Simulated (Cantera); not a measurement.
Source: NASA polynomial tables (part measured, part estimated), evaluated in Cantera. Values are per mole of reaction as written; species without (g) are pure solids or liquids, kept so even where they would boil at 1 bar. TaC: taken at fixed stoichiometry.

**Question.** Between 300 and 2425 K, where is each reaction favourable under standard conditions?
- 2 CH₃(g) + 4 TaC = C₆H₆(g) + 4 Ta

**Answer.** 
- 2 CH₃(g) + 4 TaC = C₆H₆(g) + 4 Ta: ΔG° is 402 kJ at 300 K and 710 kJ at 2425 K; it stays positive (K < 1). ΔH° is 355 kJ and ΔS° -147 J/K at 2425 K.
